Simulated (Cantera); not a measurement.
**Sublimation and decomposition of ceramics: SiC + Si + N2**

Feed: 1 mol SiC, 0.49 mol Si, 1.6 mol N2, equilibrated at 3.83 Torr.

Equilibrium computed with Cantera from the NASA thermochemical tables; the gas is ideal and each condensed phase is pure. Candidate condensed phases: C, Si, SiC, Si3N4; 20 gas species. Mutual solubility and eutectic melting of coexisting phases are not modelled. The tables' values for SiN are old estimates; treat these amounts as uncertain. The numbers say what is thermodynamically allowed, not how fast it happens.

| T (K) | log p N2 | log p Si | log p SiC2 | log p Si2C | log p CN | log p C3 | n SiC(s) | n Si3N4(s) | n Si(l) | n C(graphite) |
|---|---|---|---|---|---|---|---|---|---|---|
| 1673 | -2.29 | -6.85 | -11.84 | -9.14 | -11.02 | <-14 | 1.00 | 0.163 | 0 | 0 |
| 1773 | -2.29 | -5.67 | -10.92 | -7.71 | -10.52 | <-14 | 1.000 | 0 | 0.489 | 0 |
| 1873 | -2.29 | -5.05 | -9.67 | -6.87 | -9.64 | <-14 | 1.000 | 0 | 0.487 | 0 |
| 1973 | -2.30 | -4.50 | -8.55 | -6.11 | -8.86 | <-14 | 1.000 | 0 | 0.479 | 0 |
| 2073 | -2.30 | -4.00 | -7.54 | -5.43 | -8.15 | -13.25 | 0.999 | 0 | 0.454 | 0 |
| 2173 | -2.32 | -3.55 | -6.62 | -4.82 | -7.51 | -11.87 | 0.995 | 0 | 0.383 | 0 |
| 2273 | -2.37 | -3.14 | -5.79 | -4.26 | -6.95 | -10.62 | 0.978 | 0 | 0.176 | 0 |
| 2373 | -2.41 | -2.98 | -4.81 | -3.97 | -6.21 | -8.83 | 0.943 | 0 | 0 | 0 |
| 2473 | -2.44 | -2.95 | -3.79 | -3.83 | -5.41 | -6.81 | 0.790 | 0 | 0 | 0 |
| 2573 | -2.56 | -2.79 | -3.29 | -3.71 | -5.01 | -5.82 | 0 | 0 | 0 | 0.276 |
| 2673 | -2.57 | -2.79 | -3.18 | -3.99 | -4.69 | -5.21 | 0 | 0 | 0 | 0.121 |
| 2773 | -2.58 | -2.80 | -3.13 | -4.29 | -4.42 | -4.72 | 0 | 0 | 0 | 0 |
| 2873 | -2.59 | -2.78 | -3.16 | -4.58 | -4.21 | -4.41 | 0 | 0 | 0 | 0 |
| 2973 | -2.60 | -2.76 | -3.21 | -4.86 | -4.03 | -4.16 | 0 | 0 | 0 | 0 |
log p: log10 of the partial pressure in bar; n: condensed amount in mol.

At 1673 K the condensed part is SiC(s) + Si3N4(s). From 1773 K to 2273 K the condensed part is Si(l) + SiC(s). From 2373 K to 2473 K the condensed part is SiC(s). From 2573 K to 2673 K the condensed part is C(graphite). From 2773 K to 2973 K nothing is condensed. The main Si-bearing gas is Si throughout.
